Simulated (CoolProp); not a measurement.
R141b at 293.15 K and 0.195 MPa flows at 0.11 m/s in a round tube of 1 mm bore and 1.5 µm roughness, fully developed (64/Re and Nu = 3.66 if laminar; Colebrook and Gnielinski if turbulent). Each further row changes one setting.

Computed with CoolProp (reference Helmholtz-energy equation of state, Lemmon 2006). It is a short technical equation, of lower accuracy than the large ones.

```tsv
case	Reynolds number	Darcy friction factor	pressure drop (Pa/m)	heat-transfer coefficient (W/(m² K))	mass flow (kg/h)
as stated	316	0.202	1520	338	0.387
velocity 0.22 m/s	633	0.101	3040	338	0.774
diameter 2 mm	633	0.101	380	169	1.55
```

Viscosity comes from a separate model (Huber 2003), an estimate that may be off by 10 % or more. Thermal conductivity comes from a separate model (Huber 2003), an estimate that may be off by 10 % or more.
